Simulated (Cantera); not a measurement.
Gas mixture: N2O = 0.23 (molar parts), at 280000 Pa, frozen composition.

Cantera's kinetic-theory transport with the Lennard-Jones parameters of GRI-Mech 3.0, ideal gas; thermal conductivity in the mixture-averaged form. The composition is frozen, though it would react at the higher temperatures.

One state of this run: ρ (kg/m³) = 1.85; cp (J/kg/K) = 1192; μ (µPa s) = 34.0; λ (mW/m/K) = 54.9; Pr = 0.739; D (cm²/s) H = 2.05; D (cm²/s) CO2 = 0.244; D (cm²/s) O = 0.503. D: mixture-averaged diffusion coefficient of that species in the mixture.

Which value of T (K) does it belong to?
(A) 600
(B) 900
(C) 800
(D) 1000

C, 800
